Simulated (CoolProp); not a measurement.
A simple Rankine cycle with water: condensing at 320.15 K, boiler at 0.284 MPa, turbine inlet 554.8 K, turbine efficiency 0.7, pump efficiency 0.8, no recuperator. Each further row changes one setting.

Values from CoolProp's reference Helmholtz-energy equation of state, Wagner 2002.

```tsv
case	thermal efficiency (%)	net work (kJ/kg)	heat in (kJ/kg)	turbine exit temperature (K)	volume ratio over the turbine
as stated	14.7	416	2840	335.7	16.3
turbine inlet 574.8 K	[?]	[?]	2880	[?]	[?]
condensing temperature 312.15 K	15.9	456	2870	314.6	23.1
boiler pressure 0.199 MPa	13.4	[?]	2840	[?]	12.0
turbine efficiency 0.6	12.6	[?]	2840	366.9	17.8
```

**Question.** Some entries are withheld; supply them.

**Answer.** 
- turbine inlet 574.8 K, thermal efficiency (%): 14.9
- turbine inlet 574.8 K, net work (kJ/kg): 429
- turbine inlet 574.8 K, turbine exit temperature (K): 350.6
- turbine inlet 574.8 K, volume ratio over the turbine: 16.4
- boiler pressure 0.199 MPa, net work (kJ/kg): 381
- boiler pressure 0.199 MPa, turbine exit temperature (K): 355.7
- turbine efficiency 0.6, net work (kJ/kg): 357
